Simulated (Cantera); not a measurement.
A freely propagating, adiabatic, planar premixed flame of H₂ : O₂ : N₂ : H₂O = 1 : 0.227 : 0.855 : 0.057 (molar parts), equivalence ratio 2.2, unburnt at 598 K and 1.10 bar; mixture-averaged transport, grid criteria slope 0.08 and curve 0.16, no radiation.

Cantera simulation using the H2/O2 subset of GRI-Mech 3.0, which has no nitrogen chemistry; the numbers are that mechanism's predictions, not measurements. Burning velocities carry a grid error of a few per cent, more on coarse grids.

### Question
Predict: laminar burning velocity; thermal thickness; peak x(O); peak x(OH); peak x(H).

### Answer
```json
{
 "laminar_burning_velocity": "853 cm/s",
 "thermal_thickness": "0.396 mm",
 "peak x(O)": "0.00315",
 "peak x(OH)": "0.00393",
 "peak x(H)": "0.0820"
}
```
